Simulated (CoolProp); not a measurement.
Vapour-liquid equilibrium of propane (1) + R134a (2) at 262.5 K; x and y are mole fractions of (1).

Values from CoolProp's multi-fluid Helmholtz-energy mixture model, Lemmon 2009 and Tillner-Roth 1994; pair parameters Bell 2016.

```tsv
x	bubble pressure (MPa)	y at the bubble point	dew pressure at overall composition x (MPa)	liquid density (mol/L)
0.05	0.2644	0.279	0.2053	12.91
0.2	0.3707	0.525	0.2408	12.61
0.35	0.4047	0.591	0.2896	12.36
0.5	0.4158	0.622	0.3575	12.20
0.65	0.4194	0.653	0.4194	12.12
0.8	0.4126	0.714	0.3918	12.14
0.95	0.3702	0.879	0.3509	12.25
```

y crosses x between x = 0.65 and 0.8: the model has an azeotrope there.

Pair parameters are fitted to limited data, so mixtures are less certain than the pure fluids. With so large a gap from Raoult's law the liquid may split in two, which this calculation doesn't test in full.
